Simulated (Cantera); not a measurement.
An isothermal, constant-pressure homogeneous reactor starts with 1.38 % H₂, 98.6 % O₂, at 1350 K and 0.0132 atm.

Detailed kinetics in Cantera: the H2/O2 subset of GRI-Mech 3.0, which has no nitrogen chemistry. Radical loss at walls, strong at low pressure, is not modelled.

One state of this run: x H₂ = 3.76e-8; x O₂ = 0.986; x HO₂ = 2.08e-8; x O = 5.51e-6; x OH = 3.65e-5; x H₂O = 0.0139; x H₂O₂ = 1.71e-10. x: mole fraction; the columns are a selection and need not sum to one.

Q: Which value of t (s) does it belong to?
A. 0.000818
B. 0.00383
C. 0.0179
D. 40.0

A: D, 40.0
